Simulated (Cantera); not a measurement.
Feed: 1 mol Si3N4, 0.039 mol N2O, 3.6 mol N2, equilibrated at 10.0 mbar.

These are equilibrium values from Cantera (NASA tables, ideal gas, pure condensed phases), not measurements of a reactor. Candidate condensed phases: Si, SiO2, Si2N2O, Si3N4; 16 gas species. Mutual solubility and eutectic melting of coexisting phases are not modelled. The tables' values for SiN are old estimates; treat these amounts as uncertain. The numbers say what is thermodynamically allowed, not how fast it happens.

x: gas mole fraction; n: condensed amount in mol.

```
T (K)   x N2       x SiO        x Si      x Si2N     x SiN       x Si2  n Si2N2O(s)  n Si3N4(s)  n Si(l)
-----  -----  ----------  ----------  ----------  --------  ----------  -----------  ----------  -------
1350    1.00     8.37e-8    6.29e-11      <1e-12  1.64e-11      <1e-12       0.0390       0.974        0
1400   1.000     5.30e-7    5.68e-10    1.05e-12  1.15e-10      <1e-12       0.0390       0.974        0
1450   1.000  (withheld)  (withheld)  (withheld)  7.05e-10      <1e-12       0.0390       0.974        0
1500   1.000     1.45e-5     2.97e-8    1.62e-10   3.82e-9    1.07e-12       0.0389       0.974        0
1550   1.000     6.47e-5     1.77e-7     1.56e-9   1.85e-8    1.70e-11       0.0388       0.974        0
1600   1.000  (withheld)  (withheld)  (withheld)   8.09e-8  (withheld)       0.0380       0.974        0
1650   0.999    0.000969     4.51e-6     9.60e-8   3.24e-7     2.56e-9       0.0355       0.975        0
1700   0.997     0.00332     1.97e-5     6.25e-7   1.19e-6     2.51e-8       0.0268       0.978        0
1750   0.989      0.0105     7.93e-5     3.66e-6   4.07e-6     2.17e-7            0       0.987        0
1800   0.989      0.0105    0.000294     1.93e-5   1.29e-5     1.64e-6            0       0.987        0
1850   0.992     0.00686    0.000645     3.75e-5   2.46e-5     4.51e-6            0           0     2.96
1900   0.992     0.00686     0.00126     6.08e-5   4.20e-5     1.01e-5            0           0     2.95
1950   0.991     0.00685     0.00238     9.60e-5   6.97e-5     2.18e-5            0           0     2.95
2000   0.988     0.00684     0.00435    0.000148  0.000113     4.51e-5            0           0     2.93
```

Problem. What belongs in the gaps?

Solution. 
- 1600, x SiO: 0.000261
- 1600, x Si: 9.40e-7
- 1600, x Si2N: 1.31e-8
- 1600, x Si2: 2.26e-10
- 1450, x SiO: 2.94e-6
- 1450, x Si: 4.40e-9
- 1450, x Si2N: 1.42e-11
